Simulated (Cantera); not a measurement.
Mixture: CH4 : O2 : N2 = 1 : 4.55 : 21.4 (molar parts), at 4730 Torr, adiabatic and at constant pressure. Ignition delay is the time to a rise of 400 K.

Model: GRI-Mech 3.0 (53 species, 325 reactions), integrated in Cantera.

Task: What does this change do: pressure from 4730 Torr to 750 Torr?

Result: 
```csv
quantity,before,after
delay at 1298 K,2.00 ms,9.68 ms
delay at 1398 K,0.673 ms,2.96 ms
delay at 1498 K,0.253 ms,1.08 ms
delay at 1598 K,0.106 ms,0.471 ms
delay at 1698 K,49.5 µs,0.240 ms
delay at 1798 K,25.7 µs,0.144 ms
delay at 1898 K,14.9 µs,0.102 ms
apparent activation energy between 1698 and 1898 K,160 kJ/mol,120 kJ/mol
```

Task: What does this change do: 0.064 parts H2 added?

Result: 
```
quantity                                                before       after
--------------------------------------------------  ----------  ----------
delay at 1298 K                                        2.00 ms     1.25 ms
delay at 1398 K                                       0.673 ms    0.471 ms
delay at 1498 K                                       0.253 ms    0.192 ms
delay at 1598 K                                       0.106 ms     85.9 µs
delay at 1698 K                                        49.5 µs     42.2 µs
delay at 1798 K                                        25.7 µs     22.6 µs
delay at 1898 K                                        14.9 µs     13.4 µs
apparent activation energy between 1698 and 1898 K  160 kJ/mol  150 kJ/mol
```
